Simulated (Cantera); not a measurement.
Feed: 1 mol NH3, 0.094 mol H2, 1.2 mol H2O, equilibrated at 1.20 bar.

These are equilibrium values from Cantera (NASA tables, ideal gas, pure condensed phases), not measurements of a reactor. Candidate condensed phases: H2O; 24 gas species. Equilibrium is a limit: real reactors are often held back by kinetics, nucleation or transport. All values below are at 2600 K.

Base state: H2 0.467, H2O 0.354, N2 0.150, H 0.0240, OH 0.00420, NO 0.000170, O 0.000139, O2 4.30e-5 (mole fractions); condensed: gas only.

Task: What changes in the equilibrium state with this change: pressure from 1.20 bar to 0.00620 bar?

Result: 
```
species    before    after
-------  --------  -------
H2          0.467    0.316
H          0.0240    0.274
H2O         0.354    0.213
O        0.000139   0.0240
OH        0.00420   0.0428
N2          0.150    0.122
O2        4.30e-5  0.00661
NO       0.000170  0.00190
```
